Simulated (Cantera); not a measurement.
A closed system holds: 1 mol CH₄, 1.1 mol O₂, 3.1 mol N₂, equilibrated at 10.5 Torr.

Cantera equilibrium calculation (NASA polynomials, part measured and part estimated; ideal gas, pure solids and liquids). Candidate condensed phases: C, C₆H₆, C₇H₈, C₈H₁₈, H₂O; 136 gas species. The numbers say what is thermodynamically allowed, not how fast it happens.

Question: At 1852 °C, list the 6 most abundant gas species with their mole fractions, and the condensed phases.

Answer: N₂ 0.505, H₂O 0.165, H₂ 0.154, CO 0.134, CO₂ 0.0286, H 0.0120. Condensed: gas only.
